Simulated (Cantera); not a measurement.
## Equilibrium for abatement and gas-phase synthesis: HBr + H2 + N2

A closed system holds: 1 mol HBr, a varied amount of H2, 5.3 mol N2, held at 1700 K and 42.0 bar.

These are equilibrium values from Cantera (NASA tables, ideal gas, pure condensed phases), not measurements of a reactor. Candidate condensed phases: Br2; 12 gas species. The ideal-gas law is rough above about 30 bar. Rates play no part.

```tsv
n(H2) (mol)	log p N2	log p H2	log p HBr	log p Br	log p NH3	log p Br2	log p H
0.082	1.54	-0.24	0.81	-1.19	-4.02	-2.15	-3.95
0.13	1.54	-0.06	0.81	-1.28	-3.75	-2.33	-3.86
0.19	1.54	0.10	0.81	-1.36	-3.52	-2.49	-3.78
0.3	1.53	0.28	0.80	-1.46	-3.25	-2.69	-3.69
0.46	1.52	0.46	0.79	-1.56	-2.99	-2.88	-3.60
0.7	1.50	0.62	0.78	-1.66	-2.75	-3.08	-3.52
1.1	1.48	0.80	0.75	-1.77	-2.51	-3.30	-3.43
1.6	1.45	0.93	0.72	-1.86	-2.32	-3.49	-3.37
2.5	1.40	1.08	0.68	-1.98	-2.12	-3.73	-3.29
```
log p: log10 of the partial pressure in bar; nothing condenses.

From 0.082 mol H2 to 2.5 mol H2 nothing is condensed.
